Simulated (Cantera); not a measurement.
A perfectly stirred reactor is fed with H2 : O2 : N2 : H2O = 1 : 0.521 : 1.96 : 0.082 (molar parts), equivalence ratio 0.96, at 4.93 atm; it is adiabatic with a 673 K inlet, and is followed from long to short residence time, starting on the burning branch (τ in s: 0.063, 0.028, 0.012, 0.0054, 0.0024, 0.001, 0.00046, 0.0002, 8.8e-05, 3.9e-05, 1.7e-05, 7.5e-06).

Computed with Cantera and the H2/O2 subset of GRI-Mech 3.0, which has no nitrogen chemistry. The hydrogen kinetics of GRI-Mech 3.0 are dated; newer H2 mechanisms differ, most at raised pressure.

| quantity | before | after |
|---|---|---|
| blow-out, bracketed by the residence times tried | burning at 7.50 µs, the shortest tried | burning at 39.0 µs, out at 17.0 µs |
| x(H2) at τ = 63.0 ms | 0.0122 | 0.0212 |
| x(O2) at τ = 63.0 ms | 0.0103 | 0.0138 |
| x(H2O) at τ = 63.0 ms | 0.331 | 0.316 |
| x(H) at τ = 63.0 ms | 0.00170 | 0.00492 |
| x(O) at τ = 63.0 ms | 0.000929 | 0.00224 |
| x(H2) at τ = 0.460 ms | 0.0173 | 0.0456 |
| x(O2) at τ = 0.460 ms | 0.0124 | 0.0278 |
| x(H2O) at τ = 0.460 ms | 0.323 | 0.260 |
| x(H) at τ = 0.460 ms | 0.00308 | 0.0343 |
| x(O) at τ = 0.460 ms | 0.00145 | 0.0106 |

### Question
What was changed between the two runs?
A. inlet temperature 673 to 375 K
B. H2 1 to 0.67 parts
C. N2 1.96 to 1.5 parts
D. pressure from 4.93 atm to 0.513 atm

### Answer
D, pressure from 4.93 atm to 0.513 atm
